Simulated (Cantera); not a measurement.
Input: 1 mol HMDSO, 0.54 mol CO2, equilibrated at 0.133 bar.

Method: chemical equilibrium by Gibbs-energy minimisation in Cantera with the NASA 1993 tables (ideal gas, pure condensed phases). Candidate condensed phases: C, C6H6, C7H8, C8H18, H2O, Si, SiC, SiO2; 123 gas species. The feed counts by its element totals alone. The numbers say what is thermodynamically allowed, not how fast it happens.

### Question
At 1550 K, list the 5 most abundant gas species with their mole fractions, and the condensed phases.

### Answer
H2 0.812, CO 0.187, SiO 0.000449, CH4 0.000179, H 7.77e-5. Condensed: C(graphite) + SiC(s).
